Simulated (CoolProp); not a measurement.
C2F6 (R116) along the isotherm 151.85 °C: Z from the reference equation and from simpler models built on Tc = 19.9 °C, pc = 3.048 MPa, ω = 0.257; each cubic takes its own stable root.

Values from CoolProp's reference Helmholtz-energy equation of state, Lemmon 2006. It is a short technical equation, of lower accuracy than the large ones.

```csv
p (MPa),phase,reference
2.34,gas,0.9395
4.69,supercritical,0.8873
7.03,supercritical,0.8492
9.38,supercritical,0.8299
11.7,supercritical,0.8320
14.1,supercritical,0.8535
16.4,supercritical,0.8877
18.8,supercritical,0.9323
21.1,supercritical,0.9803
23.4,supercritical,1.031
25.8,supercritical,1.087
28.1,supercritical,1.141
30.5,supercritical,1.198
```

Task: How far does each simpler model (van der Waals, Soave-Redlich-Kwong, Peng-Robinson) lie from the reference over these 13 states: mean and median of the absolute difference, and the worst?

Result: 
- van der Waals: mean 7.3 %, median 8.1 %, worst -12.6 % at 151.85 °C and 9.38 MPa
- Soave-Redlich-Kwong: mean 3.4 %, median 3.3 %, worst +5.8 % at 151.85 °C and 14.1 MPa
- Peng-Robinson: mean 2.8 %, median 1.7 %, worst -6.7 % at 151.85 °C and 30.5 MPa
